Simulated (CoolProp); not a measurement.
c-C4F8 (RC318) along the isotherm 226.85 °C: fugacity coefficient from the reference equation and from simpler models built on Tc = 115.2 °C, pc = 2.778 MPa, ω = 0.355; each cubic takes its own stable root.

Computed with CoolProp (reference Helmholtz-energy equation of state, Platzer 1990). This equation is an older, rougher fit; its heat capacities, sound speeds and derivatives of the liquid may be far off and weren't checked against measurements.

```json
[
 {"p (MPa)": "0.0878", "phase": "gas", "reference": "0.9959", "Redlich-Kwong": "0.9950", "Soave-Redlich-Kwong": "0.9961", "Peng-Robinson": "0.9952"},
 {"p (MPa)": "0.18", "phase": "gas", "reference": "0.9917", "Redlich-Kwong": "0.9897", "Soave-Redlich-Kwong": "0.9919", "Peng-Robinson": "0.9901"},
 {"p (MPa)": "0.37", "phase": "gas", "reference": "0.9829", "Redlich-Kwong": "0.9789", "Soave-Redlich-Kwong": "0.9835", "Peng-Robinson": "0.9798"},
 {"p (MPa)": "0.761", "phase": "gas", "reference": "0.9651", "Redlich-Kwong": "0.9569", "Soave-Redlich-Kwong": "0.9665", "Peng-Robinson": "0.9591"},
 {"p (MPa)": "1.56", "phase": "gas", "reference": "0.9295", "Redlich-Kwong": "0.9133", "Soave-Redlich-Kwong": "0.9327", "Peng-Robinson": "0.9185"},
 {"p (MPa)": "3.21", "phase": "supercritical", "reference": "0.8600", "Redlich-Kwong": "0.8286", "Soave-Redlich-Kwong": "0.8680", "Peng-Robinson": "0.8424"},
 {"p (MPa)": "6.59", "phase": "supercritical", "reference": "0.7394", "Redlich-Kwong": "0.6843", "Soave-Redlich-Kwong": "0.7602", "Peng-Robinson": "0.7202"},
 {"p (MPa)": "13.5", "phase": "supercritical", "reference": "0.6083", "Redlich-Kwong": "0.5423", "Soave-Redlich-Kwong": "0.6498", "Peng-Robinson": "0.5945"},
 {"p (MPa)": "27.8", "phase": "supercritical", "reference": "0.5949", "Redlich-Kwong": "0.5139", "Soave-Redlich-Kwong": "0.6501", "Peng-Robinson": "0.5614"}
]
```
